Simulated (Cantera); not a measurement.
Chemical vapour transport: B + H₂O + H₂

Input: 1 mol B, 0.27 mol H₂O, 0.11 mol H₂, at 1400 °C and 1.00 bar.

Cantera equilibrium calculation (NASA polynomials, part measured and part estimated; ideal gas, pure solids and liquids). Candidate condensed phases: B, B₂O₃, B₃O₃H₃, H₂O; 23 gas species. Mutual solubility and eutectic melting of coexisting phases are not modelled. The tables' values for BH₂ are old estimates; treat these amounts as uncertain. Gases not in the tables: B₂H₆ and higher boranes. Equilibrium is a limit: real reactors are often held back by kinetics, nucleation or transport.

```yaml
x(H₂): 0.972
x(HBO): 0.0188
x(B₃O₃H₃): 0.00636
x(B₂O₂): 0.00178
x(HBO₂): 0.000665
x(B₂O₃): 0.000509
x(H): 0.000112
x(H₂O): 4.92e-5
x(BH₂): 4.77e-5
n(B(s)): 0.815 mol
n(B₂O₃(l)): 0.0843 mol
gas_amount: 0.3834 mol
log10 activity of B₃O₃H₃(s) (absent): -6.15
```
